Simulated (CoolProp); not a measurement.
Vapour pressure (kPa) of 1-butene: the reference equation beside estimates from Tc = 419.3 K, pc = 4006 kPa, ω = 0.192. Clausius-Clapeyron is anchored at 346 K with a constant enthalpy of vaporisation of 16.73 kJ/mol.

Computed with CoolProp (reference Helmholtz-energy equation of state, Lemmon 2005). It is a short technical equation, of lower accuracy than the large ones.

```csv
T (K),reference,Lee-Kesler,Clausius-Clapeyron,van der Waals
333.7,771.8,777.1,825.8,1499
337.8,849.9,855.8,888.6,1586
341.9,933.6,940.1,954.3,1676
346,1023,1030,1023,1770
350.1,1119,1127,1095,1866
354.1,1219,1227,1169,1964
358.2,1328,1336,1247,2067
362.3,1444,1453,1329,2173
```

Absolute difference from the reference over all 8 rows, mean and median: Lee-Kesler 0.7 and 0.7 %, Clausius-Clapeyron 4.3 and 4.3 %, van der Waals 70.9 and 69.9 %.
